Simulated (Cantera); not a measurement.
A Cantera script and its output.

```python
import numpy as np
import cantera as ct

gas = ct.Solution("h2o2.yaml")
gas.TPX = 948, 100000, {'H2': 1.8, 'O2': 1, 'N2': 1.4}
reactor = ct.IdealGasConstPressureReactor(gas, energy="off", clone=False)
net = ct.ReactorNet([reactor])
net.rtol, net.atol = 1e-08, 1e-18
show = ['H2', 'O2', 'O', 'OH', 'H', 'HO2']
times = np.geomspace(8e-06, 1, 14)

steps = ct.SolutionArray(gas, extra=["t"])
rows = []
print(f"{'t/s':>10s}{'T/K':>9s}{'P/Pa':>11s}" + "".join(f"{s:>11s}" for s in show))
for t in times:
    while net.time < t:
        t_next = net.step()
        steps.append(gas.state, t=t_next)
    rows.append([np.interp(t, steps.t, y) for y in (steps.T, steps.P, *steps(*show).X.T)])
    print(f"{t:10.3e}{rows[-1][0]:9.1f}{rows[-1][1]:11.4g}" + "".join(f"{x:11.3e}" for x in rows[-1][2:]))
rate = np.gradient(steps.T, steps.t)
print("integrator steps:", len(steps.t))
if steps.T.max() > steps.T[0] + 200:
    print(f"time of steepest temperature rise: {steps.t[rate.argmax()]:.4e} s")
gas.TPX = 948, 100000, {'H2': 1.8, 'O2': 1, 'N2': 1.4}
gas.equilibrate("TP")
print(f"equilibrium (TP): T = {gas.T:.1f} K  " + "  ".join(f"{s} {gas[s].X[0]:.3e}" for s in show))
```

Result:

```
       t/s      T/K       P/Pa         H2         O2          O         OH          H        HO2
 8.000e-06    948.0      1e+05  4.286e-01  2.381e-01  9.370e-12  2.751e-12  9.388e-11  2.258e-10
 1.973e-05    948.0      1e+05  4.286e-01  2.381e-01  2.090e-11  5.913e-12  1.901e-10  8.154e-10
 4.867e-05    948.0      1e+05  4.286e-01  2.381e-01  3.619e-11  1.011e-11  3.180e-10  3.061e-09
 1.200e-04    948.0      1e+05  4.286e-01  2.381e-01  4.714e-11  1.312e-11  4.104e-10  1.041e-08
 2.961e-04    948.0      1e+05  4.286e-01  2.381e-01  5.734e-11  1.597e-11  4.989e-10  3.138e-08
 7.302e-04    948.0      1e+05  4.286e-01  2.381e-01  8.760e-11  2.447e-11  7.622e-10  9.689e-08
 1.801e-03    948.0      1e+05  4.286e-01  2.381e-01  2.300e-10  6.488e-11  2.001e-09  3.941e-07
 4.442e-03    948.0      1e+05  4.286e-01  2.381e-01  2.093e-09  6.137e-10  1.820e-08  3.973e-06
 1.096e-02    948.0      1e+05  3.851e-01  2.168e-01  3.412e-08  2.009e-08  2.927e-07  6.992e-05
 2.702e-02    948.0      1e+05  3.824e-01  2.153e-01  7.781e-08  5.214e-08  6.735e-07  7.575e-05
 6.665e-02    948.0      1e+05  3.655e-01  2.066e-01  1.331e-07  1.139e-07  1.164e-06  1.022e-04
 1.644e-01    948.0      1e+05  3.189e-01  1.841e-01  1.003e-07  1.078e-07  8.660e-07  9.900e-05
 4.054e-01    948.0      1e+05  2.338e-01  1.430e-01  6.787e-08  9.871e-08  5.575e-07  8.663e-05
 1.000e+00    948.0      1e+05  1.118e-01  8.421e-02  4.406e-08  9.092e-08  3.039e-07  5.989e-05
integrator steps: 1594
equilibrium (TP): T = 948.0 K  H2 5.379e-11  O2 3.030e-02  O 5.205e-12  OH 5.684e-08  H 3.871e-15  HO2 2.118e-10
```

Computed with Cantera and the H2/O2 subset of GRI-Mech 3.0, which has no nitrogen chemistry. Below about 950 K walls govern HO2 and H2O2 in real vessels. The temperature is held fixed by assumption; the heat of reaction is taken as removed at once.
